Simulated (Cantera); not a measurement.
A perfectly stirred reactor is fed with H2 : O2 : N2 = 0.52 : 1 : 1.7 (molar parts), at 0.920 bar; it is held at 975 K, and followed from long to short residence time.

Cantera simulation using the H2/O2 subset of GRI-Mech 3.0, which has no nitrogen chemistry; the numbers are that mechanism's predictions, not measurements. The temperature is held fixed by assumption; the heat of reaction is taken as removed at once.

Q: What does this change do: pressure from 0.920 bar to 100.0 Torr?

A: 
```json
[
 {"quantity": "x(H2) at τ = 6.10 s", "before": "0.00457", "after": "0.000421"},
 {"quantity": "x(O2) at τ = 6.10 s", "before": "0.252", "after": "0.250"},
 {"quantity": "x(H) at τ = 6.10 s", "before": "4.71e-8", "after": "1.46e-6"},
 {"quantity": "x(OH) at τ = 6.10 s", "before": "4.20e-7", "after": "3.39e-5"},
 {"quantity": "x(HO2) at τ = 6.10 s", "before": "2.58e-5", "after": "7.88e-6"},
 {"quantity": "x(H2) at τ = 0.200 s", "before": "0.0540", "after": "0.00300"},
 {"quantity": "x(O2) at τ = 0.200 s", "before": "0.270", "after": "0.251"},
 {"quantity": "x(H) at τ = 0.200 s", "before": "9.64e-7", "after": "4.40e-5"},
 {"quantity": "x(OH) at τ = 0.200 s", "before": "7.25e-7", "after": "0.000137"},
 {"quantity": "x(HO2) at τ = 0.200 s", "before": "0.000103", "after": "2.72e-5"}
]
```
Radical loss at walls, strong at low pressure, is not modelled.

Q: What does this change do: N2 1.7 to 13 parts?

A: 
| quantity | before | after |
|---|---|---|
| x(H2) at τ = 6.10 s | 0.00457 | 0.000936 |
| x(O2) at τ = 6.10 s | 0.252 | 0.0523 |
| x(H) at τ = 6.10 s | 4.71e-8 | 7.62e-8 |
| x(OH) at τ = 6.10 s | 4.20e-7 | 4.20e-7 |
| x(HO2) at τ = 6.10 s | 2.58e-5 | 8.03e-6 |
| x(H2) at τ = 0.200 s | 0.0540 | 0.00593 |
| x(O2) at τ = 0.200 s | 0.270 | 0.0547 |
| x(H) at τ = 0.200 s | 9.64e-7 | 1.67e-6 |
| x(OH) at τ = 0.200 s | 7.25e-7 | 1.74e-6 |
| x(HO2) at τ = 0.200 s | 0.000103 | 2.56e-5 |
